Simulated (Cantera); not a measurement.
A Cantera script and what it prints.

```python
import numpy as np
import cantera as ct

gas_names = """
    C CH CH2 CH3 CH4 CS CS2 C2 C2H C2H2,acetylene C2H2,vinylidene C2H3,vinyl C2H4 C2H5 C2H6 C3
    C3H3,propargyl C3H4,allene C3H4,propyne C3H4,cyclo- C3H5,allyl C3H6,propylene C3H6,cyclo-
    C3H7,n-propyl C3H7,i-propyl C3H8 C4 C4H2 C4H4,1,3-cyclo- C4H6,butadiene C4H6,2-butyne C4H6,cyclo-
    C4H8,1-butene C4H8,cis2-buten C4H8,tr2-butene C4H8,isobutene C4H8,cyclo- C4H9,n-butyl C4H9,i-butyl
    C4H9,s-butyl C4H9,t-butyl C4H10,isobutane C4H10,n-butane C5 C5H6,1,3cyclo- C5H8,cyclo-
    C5H10,1-pentene C5H10,cyclo- C5H11,pentyl C5H11,t-pentyl C5H12,n-pentane C5H12,i-pentane
    CH3C(CH3)2CH3 C6H2 C6H5,phenyl C6H6 C6H10,cyclo- C6H12,1-hexene C6H12,cyclo- C6H13,n-hexyl
    C7H7,benzyl C7H8 C7H14,1-heptene C7H15,n-heptyl C7H16,n-heptane C8H8,styrene C8H10,ethylbenz
    C8H16,1-octene C8H17,n-octyl C8H18,isooctane C8H18,n-octane C9H19,n-nonyl C10H8,naphthale
    C10H21,n-decyl C12H9,o-bipheny C12H10,bipheny H H2 H2S S SH S2 S8
""".split()
cond_names = """
    C(gr) C6H6(L) C7H8(L) C8H18(L),n-octa S(cr1) S(cr2) S(L)
""".split()


def load(file, names, dense=False):
    # The tables refer to 1 bar. Condensed volumes are neglected.
    table = {s.name: s for s in ct.Species.list_from_file(file)}
    out = []
    for n in names:
        d = dict(table[n].input_data)
        d["thermo"] = dict(d["thermo"], **{"reference-pressure": 1e5})
        if dense:
            d["equation-of-state"] = {"model": "constant-volume", "density": "1e6 g/cm^3"}
        out.append(ct.Species.from_dict(d))
    return out


gas = ct.Solution(thermo="ideal-gas", species=load("nasa_gas.yaml", gas_names))
cond = {s.name: ct.Solution(thermo="fixed-stoichiometry", species=[s], name=s.name)
        for s in load("nasa_condensed.yaml", cond_names, dense=True)}
atoms = {
    'CS2': {'C': 1, 'S': 2},
    'H2': {'H': 2},
}
top_T = {'C(gr)': 4500}  # K; cautious upper limits of use, not melting points


def equilibrate(T, P, feed):
    n = {}
    for name, mol in feed.items():
        for a, k in atoms[name].items():
            n[a] = n.get(a, 0.0) + k * mol
    gas.TPX = T, P, n
    mass = sum(n.values()) * gas.mean_molecular_weight
    gas.equilibrate("TP")
    valid = [c for c in cond.values() if c.min_temp <= T <= top_T.get(c.name, c.max_temp)]
    mix = ct.Mixture([(gas, mass / gas.mean_molecular_weight)] + [(c, 0.0) for c in valid])
    mix.T, mix.P = T, P
    mix.equilibrate("TP", solver="vcs", rtol=1e-11, max_steps=5000)
    return mix


results = []
feed = {'CS2': 1, 'H2': 0.37}  # mol
T = 1523  # K
P = 10000  # Pa
mix = equilibrate(T, P, feed)
results.append((T, P, feed, dict(zip(mix.species_names, mix.species_moles))))
print(gas.report(threshold=0.001))
for i in range(1, mix.n_phases):
    print(f"{mix.phase(i).name:16s} {mix.phase_moles(i):12.5e} mol")
```

Result:

```
       temperature   1523 K
          pressure   10000 Pa
           density   0.044413 kg/m^3
  mean mol. weight   56.24 kg/kmol
   phase of matter   gas

                          1 kg             1 kmol
                     ---------------   ---------------
          enthalpy         2.554e+06        1.4364e+08  J
   internal energy        2.3288e+06        1.3097e+08  J
           entropy            5627.1        3.1647e+05  J/K
    Gibbs function       -6.0161e+06       -3.3835e+08  J
 heat capacity c_p            926.62             52113  J/K
 heat capacity c_v            778.78             43799  J/K

                      mass frac. Y      mole frac. X     chem. pot. / RT
                     ---------------   ---------------   ---------------
                CS         0.0017322         0.0022105           -14.849
               CS2           0.81214           0.59995           -27.479
                H2         0.0073746           0.20573           -22.531
               H2S          0.043868          0.072401           -35.162
                SH         0.0016158         0.0027481           -23.896
                S2           0.13323           0.11686           -25.261
     [  +77 minor]        3.7133e-05        0.00010259

C(gr)             2.02960e-01 mol
S(L)              0.00000e+00 mol
```

These are equilibrium values from Cantera (NASA tables, ideal gas, pure condensed phases), not measurements of a reactor.
